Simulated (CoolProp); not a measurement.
Properties of n-perfluorohexane at several states.

Values from CoolProp's reference Helmholtz-energy equation of state, Gao 2022.

| T (K) | p (MPa) | phase | density (kg/m³) | cp (kJ/(kg K)) | cv (kJ/(kg K)) | speed of sound (m/s) | Joule-Thomson coefficient (K/MPa) | fugacity coefficient |
|---|---|---|---|---|---|---|---|---|
| 295.7 | 0.122 | liquid | 1683 | 1.043 | 0.8487 | 522.3 | -0.2800 | 0.2131 |
| 245.1 | 1.45 | liquid | 1829 | 0.9629 | 0.7717 | 661.7 | -0.3603 | 0.001164 |
| 316.9 | 0.94 | liquid | 1625 | 1.074 | 0.8779 | 470.7 | -0.2370 | 0.06871 |
| 217.9 | 0.802 | liquid | 1902 | 0.9217 | 0.7265 | 728.6 | -0.3886 | 0.0002054 |
| 422.6 | 0.201 | gas | 20.39 | 0.9903 | 0.9584 | 98.16 | 10.05 | 0.9506 |
